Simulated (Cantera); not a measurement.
Input (Python, Cantera) and output of one run.

```python
import numpy as np
import cantera as ct

gas_names = """
    SO3 O3 O2 S2 SO2
""".split()
cond_names = """
    S(cr1) S(cr2) S(L)
""".split()


# ... load() reads the species with a 1 bar reference pressure and builds the phases ...
species = {s.name: s for s in load("nasa_gas.yaml", gas_names) + load("nasa_condensed.yaml", cond_names)}
# Each term lists the table entries of one substance; the one whose range holds T is used.
reactions = {
    'SO3(g) = O3(g) + S':
        [(-1, ['SO3']), (1, ['O3']), (1, ['S(cr1)', 'S(cr2)', 'S(L)'])],
    '2 SO3(g) = 3 O2(g) + S2(g)':
        [(-2, ['SO3']), (3, ['O2']), (1, ['S2'])],
    '3 SO2(g) = 3 S + 2 O3(g)':
        [(-3, ['SO2']), (3, ['S(cr1)', 'S(cr2)', 'S(L)']), (2, ['O3'])],
    'SO2(g) = O2(g) + S':
        [(-1, ['SO2']), (1, ['O2']), (1, ['S(cr1)', 'S(cr2)', 'S(L)'])],
}


def pick(names, T):
    return next(species[n] for n in names if species[n].thermo.min_temp <= T <= species[n].thermo.max_temp)


results = []
for label, terms in reactions.items():
    print(label)
    print("     T/K   dH/kJ  dS/(J/K)   dG/kJ   log10 K")
    for T in [573, 673, 773, 873, 973]:
        used = [(nu, pick(names, T)) for nu, names in terms]
        dH = sum(nu * s.thermo.h(T) for nu, s in used) / 1e6
        dS = sum(nu * s.thermo.s(T) for nu, s in used) / 1e3
        dG = dH - T * dS / 1e3
        logK = -dG * 1e6 / (ct.gas_constant * T * np.log(10))
        results.append((label, T, dH, dS, dG, logK, [s.name for _, s in used]))
        print(f"{T:8g} {dH:8.1f} {dS:8.1f} {dG:8.1f} {logK:8.2f}")
```

Result:

```
SO3(g) = O3(g) + S
     T/K   dH/kJ  dS/(J/K)   dG/kJ   log10 K
     573    545.1     32.0    526.7   -48.02
     673    546.8     34.8    523.4   -40.62
     773    548.0     36.5    519.8   -35.13
     873    549.3     38.0    516.1   -30.88
     973    550.7     39.6    512.2   -27.50
2 SO3(g) = 3 O2(g) + S2(g)
     T/K   dH/kJ  dS/(J/K)   dG/kJ   log10 K
     573    921.9    335.6    729.6   -66.51
     673    921.5    335.1    696.0   -54.02
     773    920.9    334.2    662.6   -44.77
     873    920.1    333.2    629.2   -37.65
     973    919.1    332.2    595.9   -31.99
3 SO2(g) = 3 S + 2 O3(g)
     T/K   dH/kJ  dS/(J/K)   dG/kJ   log10 K
     573   1196.5   -118.1   1264.1  -115.24
     673   1202.1   -109.0   1275.4   -98.99
     773   1206.4   -103.0   1286.0   -86.90
     873   1211.0    -97.5   1296.1   -77.55
     973   1216.1    -91.9   1305.5   -70.08
SO2(g) = O2(g) + S
     T/K   dH/kJ  dS/(J/K)   dG/kJ   log10 K
     573    304.4      6.9    300.5   -27.39
     673    306.1      9.7    299.6   -23.25
     773    307.4     11.4    298.5   -20.17
     873    308.7     13.0    297.3   -17.79
     973    310.2     14.6    295.9   -15.89
```

Source: NASA polynomial tables (part measured, part estimated), evaluated in Cantera. Condensed species are held in their standard states even where they would react or evaporate.
